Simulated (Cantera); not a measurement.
An isothermal, constant-pressure homogeneous reactor starts with CH₄ : H₂O : H₂ = 1 : 0.52 : 0.12 (molar parts), at 1225 K and 3.16 atm. Integrator tolerance rtol = 1e-08.

Computed with Cantera and GRI-Mech 3.0 (53 species, 325 reactions). GRI-Mech 3.0 stops at C3 and has no aromatics, soot or wall deposition, so with more carbon than oxygen in the feed, carbon stays in small species such as C2H2 where larger ones or solid carbon would form.

What does this change do: temperature 1225 to 1300 K?


```tsv
quantity	before	after
x(CH₄) at 4.00 s	0.602 (gas-phase equilibrium 0.180)	0.537 (gas-phase equilibrium 0.178)
x(H₂O) at 4.00 s	0.316 (gas-phase equilibrium 0.000680)	0.306 (gas-phase equilibrium 0.000193)
x(H₂) at 4.00 s	0.0787 (gas-phase equilibrium 0.626)	0.132 (gas-phase equilibrium 0.628)
x(H₂O₂) at 4.00 s	<1e-12 (gas-phase equilibrium <1e-12)	<1e-12 (gas-phase equilibrium <1e-12)
x(C₂H₂) at 4.00 s	0.000454 (gas-phase equilibrium 1.24e-5)	0.0106 (gas-phase equilibrium 0.000119)
x(C₂H) at 4.00 s	<1e-12 (gas-phase equilibrium <1e-12)	4.07e-12 (gas-phase equilibrium <1e-12)
x(OH) at 4.00 s	5.99e-10 (gas-phase equilibrium 1.37e-12)	3.41e-9 (gas-phase equilibrium 1.98e-12)
```
